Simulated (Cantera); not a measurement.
What does this Cantera script print?

```python
import numpy as np
import cantera as ct

gas_names = """
    NO2 N
""".split()
cond_names = """
    Nb(cr) Nb(L) NbO2(I) NbO2(II) NbO2(III) NbO2(L)
""".split()


# ... load() reads the species with a 1 bar reference pressure and builds the phases ...
species = {s.name: s for s in load("nasa_gas.yaml", gas_names) + load("nasa_condensed.yaml", cond_names)}
# Each term lists the table entries of one substance; the one whose range holds T is used.
reactions = {
    'NO2(g) + Nb = N(g) + NbO2':
        [(-1, ['NO2']), (-1, ['Nb(cr)', 'Nb(L)']), (1, ['N']), (1, ['NbO2(I)', 'NbO2(II)', 'NbO2(III)', 'NbO2(L)'])],
}


def pick(names, T):
    return next(species[n] for n in names if species[n].thermo.min_temp <= T <= species[n].thermo.max_temp)


results = []
for label, terms in reactions.items():
    print(label)
    print("     T/K   dH/kJ  dS/(J/K)   dG/kJ   log10 K")
    for T in [700, 775, 850, 925, 1000, 1075, 1150]:
        used = [(nu, pick(names, T)) for nu, names in terms]
        dH = sum(nu * s.thermo.h(T) for nu, s in used) / 1e6
        dS = sum(nu * s.thermo.s(T) for nu, s in used) / 1e3
        dG = dH - T * dS / 1e3
        logK = -dG * 1e6 / (ct.gas_constant * T * np.log(10))
        results.append((label, T, dH, dS, dG, logK, [s.name for _, s in used]))
        print(f"{T:8g} {dH:8.1f} {dS:8.1f} {dG:8.1f} {logK:8.2f}")
```

Output:

```
NO2(g) + Nb = N(g) + NbO2
     T/K   dH/kJ  dS/(J/K)   dG/kJ   log10 K
     700   -348.8    -52.7   -311.9    23.28
     775   -347.2    -50.6   -308.0    20.76
     850   -345.5    -48.4   -304.3    18.70
     925   -343.6    -46.3   -300.8    16.98
    1000   -341.6    -44.2   -297.4    15.53
    1075   -339.5    -42.2   -294.1    14.29
    1150   -333.8    -37.0   -291.2    13.23
```

Standard-state values (1 bar) from the NASA 1993 polynomials, evaluated with Cantera. Condensed species are held in their standard states even where they would react or evaporate.
